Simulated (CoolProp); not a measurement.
Vapour pressure (kPa) of nitrogen: the reference equation beside estimates from Tc = 126.2 K, pc = 3396 kPa, ω = 0.037. Clausius-Clapeyron is anchored at 98.5 K with a constant enthalpy of vaporisation of 4.602 kJ/mol.

The numbers come from the reference Helmholtz-energy equation of state, Span 2000 in CoolProp.

```tsv
T (K)	reference	Lee-Kesler	Clausius-Clapeyron	van der Waals	Redlich-Kwong	Soave-Redlich-Kwong
79	122.5	122.0	175.0	375.3	107.1	121.3
82.9	185.9	185.5	243.3	488.4	169.6	184.9
86.8	271.2	271.1	328.4	622.1	255.7	270.8
90.7	382.5	382.8	432.0	777.9	369.7	383.3
94.6	524.1	524.6	555.5	957.0	516.1	526.8
98.5	700.3	700.7	700.3	1161	699.2	705.8
102.4	915.7	915.6	867.4	1390	923.3	924.8
106.3	1175	1174	1058	1646	1192	1188
110.2	1483	1481	1272	1929	1510	1501
114.1	1845	1842	1510	2241	1880	1868
118	2268	2265	1772	2582	2305	2293
121.9	2759	2758	2059	2953	2790	2781
```

Absolute difference from the reference over all 12 rows, mean and median: Lee-Kesler 0.1 and 0.1 %, Clausius-Clapeyron 17.4 and 16.2 %, van der Waals 76.2 and 58.8 %, Redlich-Kwong 3.4 and 1.7 %, Soave-Redlich-Kwong 0.8 and 0.9 %.
